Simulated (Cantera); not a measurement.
**Thermodynamics of nitride etching, feed Si3N4 + H2 + N2**

Charge: 1 mol Si3N4, 280 mol H2, 0.46 mol N2, equilibrated at 1.33 mbar.

Cantera equilibrium calculation (NASA polynomials, part measured and part estimated; ideal gas, pure solids and liquids). Candidate condensed phases: Si, Si3N4; 18 gas species. Mutual solubility and eutectic melting of coexisting phases are not modelled. The tables' values for SiN are old estimates; treat these amounts as uncertain. Gases not in the tables: Si2H6 and higher silanes. Equilibrium is a limit: real reactors are often held back by kinetics, nucleation or transport.

At 1075 °C the condensed part is Si3N4(s). At 1125 °C the condensed part is Si(s) + Si3N4(s). From 1175 °C to 1375 °C the condensed part is Si(s). From 1425 °C to 1625 °C the condensed part is Si(l). The main Si-bearing gas is SiH2 at 1075 °C and Si at 1625 °C.

```csv
T (°C),log p H2,log p H,log p Si,log p N2,log p SiH,log p Si2,log p SiH2,n Si3N4(s),n Si(s),n Si(l)
1075,-2.88,-7.07,-9.80,-5.66,-10.43,-13.30,-9.72,1.000,0,0
1125,-2.88,-6.76,-9.11,-5.26,-9.84,-12.34,-9.31,0.652,1.04,0
1175,-2.88,-6.47,-8.53,-4.94,-9.37,-11.59,-9.00,0,3.00,0
1225,-2.88,-6.20,-8.00,-4.94,-8.93,-10.90,-8.71,0,3.00,0
1275,-2.88,-5.95,-7.50,-4.94,-8.51,-10.25,-8.44,0,2.99,0
1325,-2.88,-5.71,-7.03,-4.94,-8.13,-9.64,-8.19,0,2.98,0
1375,-2.88,-5.49,-6.59,-4.94,-7.76,-9.07,-7.95,0,2.94,0
1425,-2.88,-5.28,-6.18,-4.94,-7.43,-8.54,-7.74,0,0,2.85
1475,-2.88,-5.08,-5.84,-4.94,-7.15,-8.13,-7.57,0,0,2.66
1525,-2.88,-4.90,-5.51,-4.94,-6.89,-7.73,-7.41,0,0,2.29
1575,-2.89,-4.72,-5.20,-4.94,-6.65,-7.36,-7.27,0,0,1.56
1625,-2.89,-4.55,-4.91,-4.94,-6.42,-7.01,-7.13,0,0,0.177
```
log p: log10 of the partial pressure in bar; n: condensed amount in mol.
